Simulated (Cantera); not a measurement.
SiO2 + H2 + H2O (hydrogen reduction and annealing atmospheres)

Feed: 1 mol SiO2, 700 mol H2, 0.055 mol H2O, held at 927 °C and 1.00 Torr.

These are equilibrium values from Cantera (NASA tables, ideal gas, pure condensed phases), not measurements of a reactor. Candidate condensed phases: H2O, Si, SiO2; 18 gas species. The tables hold silica as quartz up to 1696 K and as liquid above; real silica turns to tridymite and cristobalite and melts near 1996 K. The numbers say what is thermodynamically allowed, not how fast it happens.

| Property | Result |
|---|---|
| x(H2) | 1.000 |
| x(H2O) | 7.89e-5 |
| x(H) | 5.40e-6 |
| n(SiO2(β-quartz)) | 1.000 mol |
| gas amount | 700.1 mol |
| log10 activity of Si(s) (absent) | -6.27 |
